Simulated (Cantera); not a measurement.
## (CH3)2SiCl2 + H2 (silicon carbide growth)

Feed: 1 mol (CH3)2SiCl2, 16 mol H2, held at 750 Torr.

Method: chemical equilibrium by Gibbs-energy minimisation in Cantera with the NASA 1993 tables (ideal gas, pure condensed phases). Candidate condensed phases: C, C6H6, C7H8, C8H18, Si, SiC; 109 gas species. The feed counts by its element totals alone. The tables' values for SiCl, SiCl3 are old estimates; treat these amounts as uncertain. Gases not in the tables: Si2H6 and higher silanes. The numbers say what is thermodynamically allowed, not how fast it happens.

```csv
T (K),x H2,x HCl,x H,x C2H2 (acetylene),x SiCl2,x Si,x Cl,x SiC2,n C(graphite),n SiC(s)
2048,0.898,0.0966,0.00212,0.000942,0.00153,4.93e-6,0.000169,2.54e-7,0.988,0.968
2098,0.897,0.0961,0.00292,0.00128,0.00171,1.01e-5,0.000230,6.46e-7,0.979,0.964
2148,0.896,0.0956,0.00395,0.00172,0.00189,2.01e-5,0.000308,1.57e-6,0.966,0.960
2198,0.895,0.0950,0.00527,0.00227,0.00208,3.86e-5,0.000407,3.68e-6,0.949,0.955
2248,0.892,0.0944,0.00694,0.00296,0.00228,7.20e-5,0.000531,8.27e-6,0.927,0.949
2298,0.890,0.0937,0.00903,0.00381,0.00247,0.000131,0.000685,1.79e-5,0.899,0.942
2348,0.886,0.0929,0.0116,0.00484,0.00267,0.000231,0.000873,3.75e-5,0.865,0.933
2398,0.882,0.0920,0.0148,0.00609,0.00287,0.000400,0.00110,7.62e-5,0.823,0.921
2448,0.877,0.0910,0.0186,0.00758,0.00307,0.000675,0.00137,0.000150,0.775,0.904
2498,0.870,0.0898,0.0232,0.00933,0.00326,0.00112,0.00170,0.000288,0.719,0.879
2548,0.862,0.0885,0.0287,0.0114,0.00345,0.00181,0.00207,0.000537,0.656,0.842
2598,0.851,0.0869,0.0351,0.0137,0.00362,0.00287,0.00251,0.000977,0.586,0.786
```
x: gas mole fraction; n: condensed amount in mol.

From 2048 K to 2598 K the condensed part is C(graphite) + SiC(s). The main Si-bearing gas is SiCl2 throughout. The share of Si in condensed phases is highest at 2048 K (96.8 %) and lowest at 2598 K (78.6 %).
